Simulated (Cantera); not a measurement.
## Moist CO burnout

An isothermal, constant-pressure homogeneous reactor starts with 0.115 % CO, 1.25 % O2, 2.50 % H2O, 96.1 % N2, equivalence ratio 0.046, at 1050 K and 9.87 atm.

Detailed kinetics in Cantera: GRI-Mech 3.0 (53 species, 325 reactions).

```json
[
 {"t (s)": "4.00e-6", "x CO": "0.00115", "x O2": "0.0125", "x H2O": "0.0250", "x HO2": "<1e-12", "x O": "1.80e-12"},
 {"t (s)": "1.32e-5", "x CO": "0.00115", "x O2": "0.0125", "x H2O": "0.0250", "x HO2": "<1e-12", "x O": "5.59e-12"},
 {"t (s)": "4.35e-5", "x CO": "0.00115", "x O2": "0.0125", "x H2O": "0.0250", "x HO2": "4.23e-12", "x O": "1.53e-11"},
 {"t (s)": "0.000143", "x CO": "0.00115", "x O2": "0.0125", "x H2O": "0.0250", "x HO2": "5.60e-11", "x O": "3.12e-11"},
 {"t (s)": "0.000473", "x CO": "0.00115", "x O2": "0.0125", "x H2O": "0.0250", "x HO2": "3.98e-10", "x O": "4.05e-11"},
 {"t (s)": "0.00156", "x CO": "0.00115", "x O2": "0.0125", "x H2O": "0.0250", "x HO2": "1.71e-9", "x O": "4.44e-11"},
 {"t (s)": "0.00514", "x CO": "0.00115", "x O2": "0.0125", "x H2O": "0.0250", "x HO2": "6.95e-9", "x O": "5.89e-11"},
 {"t (s)": "0.0169", "x CO": "0.00115", "x O2": "0.0125", "x H2O": "0.0250", "x HO2": "3.98e-8", "x O": "1.52e-10"},
 {"t (s)": "0.0558", "x CO": "0.00114", "x O2": "0.0125", "x H2O": "0.0250", "x HO2": "7.30e-7", "x O": "3.11e-9"},
 {"t (s)": "0.184", "x CO": "0.00101", "x O2": "0.0124", "x H2O": "0.0250", "x HO2": "1.01e-6", "x O": "4.60e-9"},
 {"t (s)": "0.607", "x CO": "0.000698", "x O2": "0.0123", "x H2O": "0.0250", "x HO2": "7.76e-7", "x O": "2.82e-9"},
 {"t (s)": "2.00", "x CO": "0.000299", "x O2": "0.0121", "x H2O": "0.0250", "x HO2": "4.12e-7", "x O": "9.05e-10"}
]
```
x: mole fraction; the columns are a selection and need not sum to one.

Equilibrium at this temperature and pressure: CO 1.03e-12, O2 0.0119, H2O 0.0250, HO2 2.06e-10, O 2.32e-11 (gas phase only).
